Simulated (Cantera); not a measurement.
Charge: 1 mol SiHCl₃, 0.17 mol HCl, 60 mol H₂, equilibrated at 2475 K and 13300 Pa.

Method: chemical equilibrium by Gibbs-energy minimisation in Cantera with the NASA 1993 tables (ideal gas, pure condensed phases). Candidate condensed phases: Si; 19 gas species. The tables' values for SiCl are old estimates; treat these amounts as uncertain. Gases not in the tables: Si₂H₆ and higher silanes. Rates play no part.

Base state: H₂ 0.881, H 0.0579, HCl 0.0434, Si 0.0116, Cl 0.00202, SiCl₂ 0.00126, SiH 0.00109, SiCl 0.000907 (mole fractions); condensed: gas only.

Q: What changes in the equilibrium state with this change: H₂ from 60 to 1.3 mol?

A: 
```json
[
 {"species": "HCl", "before": "0.0434", "after": "0.336"},
 {"species": "H₂", "before": "0.881", "after": "0.330"},
 {"species": "SiCl₂", "before": "0.00126", "after": "0.242"},
 {"species": "SiCl", "before": "0.000907", "after": "0.0138"},
 {"species": "Cl", "before": "0.00202", "after": "0.0255"},
 {"species": "H", "before": "0.0579", "after": "0.0354"},
 {"species": "Si", "before": "0.0116", "after": "0.0139"},
 {"species": "SiCl₄", "before": "<1e-9", "after": "2.57e-5"},
 {"species": "SiCl₃", "before": "1.28e-6", "after": "0.00311"},
 {"species": "SiHCl₃", "before": "1.42e-8", "after": "2.11e-5"}
]
```
The tables' values for SiCl, SiCl₃ are old estimates; treat these amounts as uncertain.
